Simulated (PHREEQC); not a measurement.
Buffer: an equilibrium model

Consider water at 20 °C with 32 mmol/kgw NaH2PO4 and 4.5 mmol/kgw KOH. Closed to the air; pH follows from the charge balance.

The numbers come from PHREEQC with the ion-association model, wateq4f.dat.

Precipitation was switched off in this run.

Estimate the pH.

pH 6.19.

In which forms is P present?

H2PO4- 86 %, HPO4-2 14 % of the P.

Species that the database lacks are ignored. H3PO4, which wateq4f.dat lacks, is added to it with the constant of phreeqc.dat.
